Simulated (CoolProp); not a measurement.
Vapour-liquid equilibrium of methanol (1) + ethanol (2) at 0.447 MPa; x and y are mole fractions of (1).

Computed with CoolProp (multi-fluid Helmholtz-energy mixture model, de Reuck 1993 and Schroeder 2014; pair parameters Bell 2016).

```csv
x,"bubble temperature, mixture model (K)","bubble temperature, Raoult's law (K)","y, mixture model","y, Raoult's law"
0.05,393.8,393.8,?,0.073
0.2,391.5,391.5,?,0.273
0.35,?,389.2,?,0.449
0.5,387.5,387.1,?,0.603
0.65,?,385.1,?,0.740
0.8,383.5,383.2,?,0.860
0.95,381.4,381.3,0.967,0.967
```

Q: Complete the blanks.

A: 
- 0.05, y, mixture model: 0.071
- 0.2, y, mixture model: 0.263
- 0.35, bubble temperature, mixture model (K): 389.5
- 0.35, y, mixture model: 0.433
- 0.5, y, mixture model: 0.588
- 0.65, bubble temperature, mixture model (K): 385.5
- 0.65, y, mixture model: 0.729
- 0.8, y, mixture model: 0.856

The largest gap from Raoult's law is +0.4 K in bubble temperature, at x = 0.65. No azeotrope shows between x = 0.05 and 0.95.

Pair parameters are fitted to limited data, so mixtures are less certain than the pure fluids.
